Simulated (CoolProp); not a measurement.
A single-stage vapour-compression cycle with the fluid: evaporating at 281.15 K (dew point), condensing at 319.15 K (bubble point), superheat 10 K, subcooling 5 K, compressor efficiency 0.7, no pressure losses. The same conditions are run with several fluids, on thermodynamics alone (safety and materials aside).

Computed with CoolProp (reference Helmholtz-energy equation of state of each fluid (carbonyl sulfide: Lemmon 2006; isobutene: Lemmon 2005; n-perfluorohexane: Gao 2022; chlorine: Thol 2021; R507A: Lemmon 2003; R21: Platzer 1990)). The equations of Platzer and Polt are older, rougher fits. Blends and air are pseudo-pure fits.

### Question
Rank carbonyl sulfide, isobutene, n-perfluorohexane, chlorine, R507A, R21 by cooling COP, highest first.

### Answer
R21 (4.68), isobutene (4.60), chlorine (4.44), carbonyl sulfide (4.34), n-perfluorohexane (4.29), R507A (3.98)

| fluid | pressure ratio | discharge temperature (K) | refrigerating effect (kJ/kg) | volumetric capacity (kJ/m³) |
|---|---|---|---|---|
| carbonyl sulfide | 2.55 | 373.4 | 226 | 5140 |
| isobutene | 3.13 | 338.4 | 315 | 1360 |
| n-perfluorohexane | 5.19 | 319.1 | 70.8 | 132 |
| chlorine | 2.78 | 403.1 | 233 | 3480 |
| R507A | 2.70 | 339.2 | 115 | 4450 |
| R21 | 3.61 | 367.7 | 211 | 908 |

The compression ends wet for: n-perfluorohexane.
